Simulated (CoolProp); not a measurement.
Model: reference Helmholtz-energy equation of state, Thol 2019, in CoolProp.

Task: For dodecamethylpentasiloxane (MD3M), give the phase and the Z, cp (kJ/(kg K)), speed of sound (m/s), Joule-Thomson coefficient (K/MPa) at 257.4 K and 101 kPa; 289.2 K and 101 kPa; 416.2 K and 101 kPa.

Result: 
- 257.4 K and 101 kPa: liquid; Z 0.0200, cp 1.59, speed of sound 1090, Joule-Thomson coefficient -0.500
- 289.2 K and 101 kPa: liquid; Z 0.0184, cp 1.68, speed of sound 975, Joule-Thomson coefficient -0.462
- 416.2 K and 101 kPa: liquid; Z 0.0149, cp 1.97, speed of sound 603, Joule-Thomson coefficient -0.286
